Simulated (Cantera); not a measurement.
Mixture: CH₄ : H₂ : O₂ : N₂ : H₂O = 1 : 0.099 : 1.71 : 6.42 : 2.1 (molar parts), at 1.01 bar, adiabatic and at constant volume. Ignition delay is the time to a rise of 400 K.

Detailed kinetics in Cantera: GRI-Mech 3.0 (53 species, 325 reactions).

Problem. Predict: delay at 1200 K; delay at 1400 K; delay at 1600 K; delay at 1800 K; apparent activation energy between 1700 and 1900 K.

Solution. 
```
Quantity                                                 Value
--------------------------------------------------  ----------
delay at 1200 K                                        23.9 ms
delay at 1400 K                                        3.03 ms
delay at 1600 K                                       0.442 ms
delay at 1800 K                                        98.5 µs
apparent activation energy between 1700 and 1900 K  170 kJ/mol
```
